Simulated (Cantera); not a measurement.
Cantera with NASA thermochemical tables; ideal gases at 1 bar, condensed phases pure. Values are per mole of reaction as written; species without (g) are pure solids or liquids, kept so even where they would boil at 1 bar.

P4O10(g) + 11 H2(g) → 10 OH(g) + 4 PH3(g), with ΔH° = 3319.2 kJ and ΔS° = 836.7 J/K at 300 K.

Problem. How far is the shortcut ΔG° ≈ ΔH°(300 K) − T·ΔS°(300 K) from the full temperature-dependent value at 2375, 2525, 2675, 2825, 2975 K?

Solution. 
```csv
T (K),shortcut (kJ),full (kJ),difference (kJ),difference in log10 K
2375,1332.0,1559.2,-227.3,5.00
2525,1206.4,1456.8,-250.4,5.18
2675,1080.9,1354.8,-273.9,5.35
2825,955.4,1253.2,-297.8,5.51
2975,829.9,1152.0,-322.0,5.65
```
The shortcut ignores the heat-capacity change of the reaction.
